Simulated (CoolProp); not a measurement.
Vapour-liquid equilibrium of ethylene (1) + 1-butene (2) at 0.0276 MPa; x and y are mole fractions of (1).

The numbers come from the multi-fluid Helmholtz-energy mixture model, Smukala 2000 and Lemmon 2005; pair parameters Bell 2016 in CoolProp.

```csv
x,"bubble temperature, mixture model (°C)","bubble temperature, Raoult's law (°C)","y, mixture model","y, Raoult's law"
0.05,-71.5,-71.2,0.896,0.895
0.125,-90.8,-89.7,0.981,0.979
0.2,-99.6,-98.5,0.993,0.992
0.275,-105.0,-104.0,0.996,0.996
0.35,-108.8,-107.9,0.998,0.998
0.425,-111.7,-111.0,0.999,0.999
0.5,-114.0,-113.4,0.999,0.999
0.575,-115.9,-115.5,0.999,0.999
0.65,-117.6,-117.2,1.000,1.000
0.725,-119.0,-118.8,1.000,1.000
0.8,-120.2,-120.1,1.000,1.000
0.875,-121.3,-121.3,1.000,1.000
0.95,-122.4,-122.4,1.000,1.000
```

The largest gap from Raoult's law is -1.1 K in bubble temperature, at x = 0.2. No azeotrope shows between x = 0.05 and 0.95.

The pair parameters rest on a limited set of measurements; away from them the model extrapolates.
